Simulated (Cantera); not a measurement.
A perfectly stirred reactor is fed with NO : N2 = 1 : 8.8 (molar parts), at 0.220 bar; it is held at 2023 K, and followed from long to short residence time.

Detailed kinetics in Cantera: GRI-Mech 3.0 (53 species, 325 reactions).

Problem. Predict: x(NO) at τ = 11.0 s; x(O) at τ = 11.0 s; x(N2O) at τ = 11.0 s; x(N2) at τ = 11.0 s; x(O2) at τ = 11.0 s; x(NO) at τ = 0.270 s; x(O) at τ = 0.270 s; x(N2O) at τ = 0.270 s; x(N2) at τ = 0.270 s; x(O2) at τ = 0.270 s.

Solution. 
- x(NO) at τ = 11.0 s: 0.0298
- x(O) at τ = 11.0 s: 0.000327
- x(N2O) at τ = 11.0 s: 4.79e-7
- x(N2) at τ = 11.0 s: 0.934
- x(O2) at τ = 11.0 s: 0.0359
- x(NO) at τ = 0.270 s: 0.0984
- x(O) at τ = 0.270 s: 0.000103
- x(N2O) at τ = 0.270 s: 4.48e-6
- x(N2) at τ = 0.270 s: 0.900
- x(O2) at τ = 0.270 s: 0.00173
